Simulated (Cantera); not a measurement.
What does this Cantera script print?

```python
import numpy as np
import cantera as ct

gas_names = """
    C CN CO CO2 C2 CCN CNC C2N2 C2O C3 C3O2 C4 C4N2 C5 Fe FeC5O5 FeO N NCO NO NO2 NO3 N2 N2O O O2 O3
""".split()
cond_names = """
    C(gr) Fe(a) Fe(c) Fe(d) Fe(L) FeC5O5(L) FeO(s) FeO(L) Fe2O3(s) Fe3O4(s)
""".split()


def load(file, names, dense=False):
    # The tables refer to 1 bar. Condensed volumes are neglected.
    table = {s.name: s for s in ct.Species.list_from_file(file)}
    out = []
    for n in names:
        d = dict(table[n].input_data)
        d["thermo"] = dict(d["thermo"], **{"reference-pressure": 1e5})
        if dense:
            d["equation-of-state"] = {"model": "constant-volume", "density": "1e6 g/cm^3"}
        out.append(ct.Species.from_dict(d))
    return out


gas = ct.Solution(thermo="ideal-gas", species=load("nasa_gas.yaml", gas_names))
cond = {s.name: ct.Solution(thermo="fixed-stoichiometry", species=[s], name=s.name)
        for s in load("nasa_condensed.yaml", cond_names, dense=True)}
atoms = {
    'Fe2O3': {'Fe': 2, 'O': 3},
    'CO': {'C': 1, 'O': 1},
    'N2': {'N': 2},
    'C': {'C': 1},
}
top_T = {'C(gr)': 4500, 'Fe2O3(s)': 1830, 'Fe3O4(s)': 1870}  # K; cautious upper limits of use, not melting points


def equilibrate(T, P, feed):
    n = {}
    for name, mol in feed.items():
        for a, k in atoms[name].items():
            n[a] = n.get(a, 0.0) + k * mol
    gas.TPX = T, P, n
    mass = sum(n.values()) * gas.mean_molecular_weight
    gas.equilibrate("TP")
    valid = [c for c in cond.values() if c.min_temp <= T <= top_T.get(c.name, c.max_temp)]
    mix = ct.Mixture([(gas, mass / gas.mean_molecular_weight)] + [(c, 0.0) for c in valid])
    mix.T, mix.P = T, P
    mix.equilibrate("TP", solver="vcs", rtol=1e-11, max_steps=5000)
    return mix


results = []
feed = {'Fe2O3': 1, 'CO': 1.7, 'N2': 1.2, 'C': 0.32}  # mol
P = 76000  # Pa
for T in [1200, 1275, 1350, 1425, 1500, 1575, 1650, 1725, 1800]:
    mix = equilibrate(T, P, feed)
    results.append((T, P, feed, dict(zip(mix.species_names, mix.species_moles))))

top = {s: max(r[3][s] / sum(r[3][g] for g in gas_names) for r in results) for s in gas_names}
cols = sorted((s for s in top if top[s] > 0.0001), key=lambda s: -top[s])[:6]
seen = [c for c in cond_names if any(r[3].get(c, 0) > 1e-12 for r in results)]
print("log10 of partial pressures in bar; condensed amounts in mol")
print(f"{'T/K':>10s}" + "".join(f"{s[:9]:>10s}" for s in cols + seen))
for T, P, feed, n in results:
    ng = sum(n[g] for g in gas_names)
    print(f"{T:10.4g}" + "".join(f"{np.log10(max(n[s] / ng * P / 1e5, 1e-99)):10.3f}" for s in cols)
          + "".join(f"{n.get(c, 0):10.4g}" for c in seen))
```

It prints:

```
log10 of partial pressures in bar; condensed amounts in mol
       T/K        CO        N2       CO2    FeO(s)    FeO(L)
      1200    -0.500    -0.548    -0.795         2         0
      1275    -0.500    -0.548    -0.795         2         0
      1350    -0.500    -0.548    -0.795         2         0
      1425    -0.500    -0.548    -0.795         2         0
      1500    -0.500    -0.548    -0.795         2         0
      1575    -0.500    -0.548    -0.795         2         0
      1650    -0.500    -0.548    -0.795         0         2
      1725    -0.500    -0.548    -0.795         0         2
      1800    -0.500    -0.548    -0.795         0         2
```

Method: chemical equilibrium by Gibbs-energy minimisation in Cantera with the NASA 1993 tables (ideal gas, pure condensed phases). The tables' stoichiometric FeO is somewhat more stable than real wüstite, so its field is too wide. FeO: taken at fixed stoichiometry.
